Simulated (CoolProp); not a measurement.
Values from CoolProp's reference Helmholtz-energy equation of state, Gao 2016.

Problem. Give the vapour pressure (MPa), vapour density (kg/m³), liquid cp (kJ/(kg K)), surface tension (mN/m) of saturated sulfur dioxide at 372.9 K.

Solution. 
```csv
T (K),p (MPa),vapour density (kg/m³),liquid cp (kJ/(kg K)),surface tension (mN/m)
372.9,2.77,76.9,1.70,7.55
```

Surface tension comes from a separate correlation (Mulero 2012).
